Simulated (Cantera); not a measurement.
# Equilibrium for carbothermic reduction: Cu₂O + C + CO

A closed system holds: 1 mol Cu₂O, 7.2 mol C, 2.4 mol CO, equilibrated at 1950 K.

Cantera equilibrium calculation (NASA polynomials, part measured and part estimated; ideal gas, pure solids and liquids). Candidate condensed phases: C, Cu, CuO, Cu₂O; 15 gas species. Equilibrium is a limit: real reactors are often held back by kinetics, nucleation or transport.

| P (Pa) | log p CO | log p Cu | log p Cu₂ | log p CO₂ | n C(graphite) | n Cu(l) |
|---|---|---|---|---|---|---|
| 10 | -4.20 | -4.43 | -8.75 | -12.89 | 6.20 | 0 |
| 42 | -3.58 | -3.81 | -7.50 | -11.64 | 6.20 | 0 |
| 180 | -2.95 | -3.18 | -6.24 | -10.38 | 6.20 | 0 |
| 750 | -2.32 | -2.57 | -5.03 | -9.12 | 6.20 | 0.101 |
| 3200 | -1.53 | -2.57 | -5.03 | -7.55 | 6.20 | 1.69 |
| 13000 | -0.90 | -2.57 | -5.03 | -6.28 | 6.20 | 1.93 |
| 56000 | -0.25 | -2.57 | -5.03 | -4.99 | 6.20 | 1.98 |
| 240000 | 0.38 | -2.57 | -5.03 | -3.73 | 6.20 | 2.00 |
| 1000000 | 1.00 | -2.57 | -5.03 | -2.49 | 6.20 | 2.00 |
log p: log10 of the partial pressure in bar; n: condensed amount in mol.

From 10.0 Pa to 1.80 mbar the condensed part is C(graphite). From 7.50 mbar to 10.0 bar the condensed part is C(graphite) + Cu(l). The main Cu-bearing gas is Cu throughout.
